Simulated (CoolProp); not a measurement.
1000 sccm (0 °C, 1 atm) of nitrogen bubbles through liquid n-octane at 334.1 K and leaves saturated at a total pressure of 0.15 MPa (ideal gas phase). Each further row changes one setting.

Values from CoolProp's reference Helmholtz-energy equation of state, Beckmüller 2019.

```tsv
case	vapour pressure (kPa)	mole fraction of vapour	delivery (mg/min)	delivery (sccm)	change of delivery for a bath 1 K warmer (%)
as stated	10.9	0.0728	400	78.6	___
bath temperature 339.1 K	13.5	___	503	___	4.6
total pressure 0.3 MPa	10.9	0.0364	___	37.8	4.5
```

Fill in the missing entries.


- as stated, change of delivery for a bath 1 K warmer (%): 4.7
- bath temperature 339.1 K, mole fraction of vapour: 0.0898
- bath temperature 339.1 K, delivery (sccm): 98.7
- total pressure 0.3 MPa, delivery (mg/min): 193
